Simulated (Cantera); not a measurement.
What does this Cantera script print?

```python
import numpy as np
import cantera as ct

gas_names = """
    B BF BF2 BF3 BN BO BOF BOF2 BO2 B2 B2O B2O2 B2O3 B3O3F3 F FO FO2 F2 F2O N NF NF2 NF3 NO NO2 NO3 N2
    N2O O O2 O3
""".split()
cond_names = """
    B(b) B(L) BN(s) B2O3(L)
""".split()


# ... load() reads the species with a 1 bar reference pressure and builds the phases ...
atoms = {
    'B2O3': {'B': 2, 'O': 3},
    'F2': {'F': 2},
    'N2': {'N': 2},
}
top_T = {'BN(s)': 3200}  # K; cautious upper limits of use, not melting points


# ... equilibrate(T, P, feed) seeds the gas with the atoms and calls Mixture.equilibrate('TP', solver="vcs", rtol=1e-11, max_steps=5000) ...
results = []
feed = {'B2O3': 1, 'F2': 4.7, 'N2': 0.48}  # mol
T = 1398.15  # K
P = 45  # Pa
mix = equilibrate(T, P, feed)
results.append((T, P, feed, dict(zip(mix.species_names, mix.species_moles))))
x = sorted(zip(gas.X, gas.species_names), reverse=True)
print(f"T = {T:g} K  P = {P:g} Pa  gas = {mix.phase_moles(0):.4g} mol")
print("   x: " + "  ".join(f"{s} {v:.3e}" for v, s in x if v > 0.001))
print("   condensed (mol): " + ("  ".join(f"{mix.phase(i).name} {mix.phase_moles(i):.4g}"
      for i in range(1, mix.n_phases) if mix.phase_moles(i) > 1e-12) or "none"))
```

Result:

```
T = 1398.15 K  P = 45 Pa  gas = 7.38 mol
   x: F 4.606e-01  BF3 2.710e-01  O2 2.031e-01  N2 6.494e-02
   condensed (mol): none
```

Cantera equilibrium calculation (NASA polynomials, part measured and part estimated; ideal gas, pure solids and liquids).
